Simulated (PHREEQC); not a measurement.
# Reverse-osmosis permeate

Synthetic water in mg/L, 25 °C, pH 6.24, pe 9.8:

```csv
constituent,mg/L
Na,4.83
K,0.22
Ca,0.85
Mg,0.113
Cl,3.3
S(6) as SO4,2.77
Alkalinity as HCO3,6.9
Sr,0.187
Zn,0.105
```

Na is adjusted to close the charge balance.
Valence states are taken as typed.

Computed with PHREEQC (ion-association model, wateq4f.dat).

| Item | Value |
|---|---|
| ionic strength | 0.000322 mol/kgw |

| species | molality | activity | log γ |
|---|---|---|---|
| Na+ | 0.000199 | 0.000195 | -0.009 |
| CO2 | 0.000144 | 0.000144 | 0.000 |
| HCO3- | 0.000114 | 0.000111 | -0.009 |
| Cl- | 9.31e-5 | 9.12e-5 | -0.009 |
| SO4-2 | 2.87e-5 | 2.64e-5 | -0.036 |
| Ca+2 | 2.11e-5 | 1.94e-5 | -0.036 |

No solid was allowed to form.
